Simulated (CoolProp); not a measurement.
Properties of carbonyl sulfide along the isobar 35.5 MPa (Tc = 378.8 K, pc = 6.369 MPa, ω = 0.098).

Model: reference Helmholtz-energy equation of state, Lemmon 2006, in CoolProp. It is a short technical equation, of lower accuracy than the large ones.

| T (K) | phase | density (kg/m³) | Joule-Thomson coefficient (K/MPa) | isothermal compressibility (1/MPa) | expansivity (1/kK) | fugacity coefficient |
|---|---|---|---|---|---|---|
| 165.9 | liquid | 1320 | -0.5103 | 0.0005680 | 1.325 | 0.0002285 |
| 171 | liquid | 1311 | -0.5118 | 0.0005919 | 1.331 | 0.0003476 |
| 176.2 | liquid | ___ | -0.5126 | 0.0006174 | ___ | 0.0005179 |
| 181.3 | liquid | 1293 | -0.5127 | 0.0006436 | 1.344 | 0.0007465 |
| 186.5 | liquid | 1284 | -0.5121 | 0.0006715 | 1.352 | 0.001058 |
| 191.6 | liquid | ___ | -0.5110 | 0.0007001 | 1.361 | 0.001458 |
| 196.8 | liquid | 1266 | ___ | 0.0007307 | 1.370 | 0.001982 |
| 201.9 | liquid | 1257 | ___ | 0.0007622 | 1.381 | 0.002631 |
| 207 | liquid | 1248 | -0.5042 | 0.0007951 | 1.392 | 0.003436 |
| 212.2 | liquid | 1239 | -0.5009 | 0.0008305 | 1.405 | 0.004440 |
| 217.3 | liquid | 1230 | ___ | 0.0008669 | 1.418 | 0.005630 |
| 222.5 | liquid | ___ | -0.4928 | 0.0009059 | 1.432 | 0.007078 |
| 227.6 | liquid | ___ | -0.4881 | 0.0009461 | 1.446 | 0.008752 |
| 232.8 | liquid | 1203 | -0.4828 | 0.0009893 | 1.462 | 0.01074 |
| 237.9 | liquid | 1194 | -0.4772 | 0.001034 | 1.479 | 0.01300 |

Problem. Some entries are withheld; supply them.

Solution. 
- 176.2, density (kg/m³): 1302
- 176.2, expansivity (1/kK): 1.337
- 191.6, density (kg/m³): 1275
- 196.8, Joule-Thomson coefficient (K/MPa): -0.5092
- 201.9, Joule-Thomson coefficient (K/MPa): -0.5070
- 217.3, Joule-Thomson coefficient (K/MPa): -0.4971
- 222.5, density (kg/m³): 1221
- 227.6, density (kg/m³): 1212
